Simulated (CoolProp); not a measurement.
A single-stage vapour-compression cycle with n-heptane: evaporating at 320.15 K (dew point), condensing at 346.15 K (bubble point), superheat 10 K, subcooling 2 K, compressor efficiency 0.9, no pressure losses. Each further row changes one setting.

The numbers come from the reference Helmholtz-energy equation of state, Span 2003 in CoolProp. It is a short technical equation, of lower accuracy than the large ones.

| case | cooling COP | pressure ratio | discharge temperature (K) | refrigerating effect (kJ/kg) | volumetric capacity (kJ/m³) |
|---|---|---|---|---|---|
| as stated | 10.3 | 2.70 | 347.7 | 312 | 192 |
| evaporating temperature 325.15 K | 13.2 | 2.20 | 349.2 | ? | ? |
| condensing temperature 341.15 K | ? | 2.26 | ? | 324 | 200 |
| subcooling 7 K | 10.7 | 2.70 | 347.7 | 324 | 200 |
| superheat 20 K | ? | 2.70 | 357.8 | ? | 197 |
| compressor efficiency 0.8 | ? | 2.70 | ? | 312 | 192 |

What belongs in the gaps?


- evaporating temperature 325.15 K, refrigerating effect (kJ/kg): 321
- evaporating temperature 325.15 K, volumetric capacity (kJ/m³): 240
- condensing temperature 341.15 K, cooling COP: 13.0
- condensing temperature 341.15 K, discharge temperature (K): 344.6
- superheat 20 K, cooling COP: 10.6
- superheat 20 K, refrigerating effect (kJ/kg): 330
- compressor efficiency 0.8, cooling COP: 9.14
- compressor efficiency 0.8, discharge temperature (K): 349.7
